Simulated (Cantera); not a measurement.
A closed system holds: 1 mol V, 0.091 mol O2, 0.63 mol N2, 0.045 mol H2O, at 1725 °C and 3.10 mbar.

These are equilibrium values from Cantera (NASA tables, ideal gas, pure condensed phases), not measurements of a reactor. Candidate condensed phases: H2O, V, VN, VO, V2O3, V2O4, V2O5; 28 gas species. Mutual solubility and eutectic melting of coexisting phases are not modelled. VN, VO: taken at fixed stoichiometry. Condensed phases not in the tables: solid solutions among these carbides, nitrides and lower oxides, V2N. The numbers say what is thermodynamically allowed, not how fast it happens.

Base state: N2 0.838, H2 0.149, H 0.0111, V 0.000621, VO 0.000609, H2O 5.80e-5, VO2 5.52e-5 (mole fractions); condensed: VN(s) + VO(s).

Question: What changes in the equilibrium state with this change: O2 from 0.091 to 8.1 mol?

Answer: 
```csv
species,before,after
O2,<1e-9,0.796
VO2,5.52e-5,0.113
N2,0.838,0.0692
H2,0.149,2.20e-5
O,2.35e-8,0.0106
H,0.0111,0.000135
V,0.000621,<1e-9
NO,3.41e-8,0.00440
OH,4.31e-7,0.00235
"VN(s), mol",0.773,0
"VO(s), mol",0.227,0
```

Question: What changes in the equilibrium state with this change: pressure from 3.10 mbar to 4.10 Pa?

Answer: 
```json
[
 {"species": "N2", "before": "0.838", "after": "0.814"},
 {"species": "V", "before": "0.000621", "after": "0.0546"},
 {"species": "H", "before": "0.0111", "after": "0.0468"},
 {"species": "H2", "before": "0.149", "after": "0.0348"},
 {"species": "VO", "before": "0.000609", "after": "0.0460"},
 {"species": "VO2", "before": "5.52e-5", "after": "0.00359"},
 {"species": "H2O", "before": "5.80e-5", "after": "1.16e-5"},
 {"species": "VN(s), mol", "before": "0.773", "after": "0"},
 {"species": "VO(s), mol", "before": "0.227", "after": "0.186"},
 {"species": "V(s), mol", "before": "0", "after": "0.734"}
]
```
VO: taken at fixed stoichiometry. Condensed phases not in the tables: V2N, N, O or C dissolved in the metal.
